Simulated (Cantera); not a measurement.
Feed: 1 mol CH₃SiH₃, 0.0048 mol C₃H₈, 17 mol H₂, held at 10000 Pa.

These are equilibrium values from Cantera (NASA tables, ideal gas, pure condensed phases), not measurements of a reactor. Candidate condensed phases: C, C₆H₆, C₇H₈, C₈H₁₈, Si, SiC; 87 gas species. The feed counts by its element totals alone. The numbers say what is thermodynamically allowed, not how fast it happens.

**Question.** At 1923 K, list the 4 most abundant gas species with their mole fractions, and the condensed phases.

**Answer.** H₂ 0.997, H 0.00297, C₂H₂ (acetylene) 0.000341, CH₄ 4.54e-5. Condensed: SiC(s).
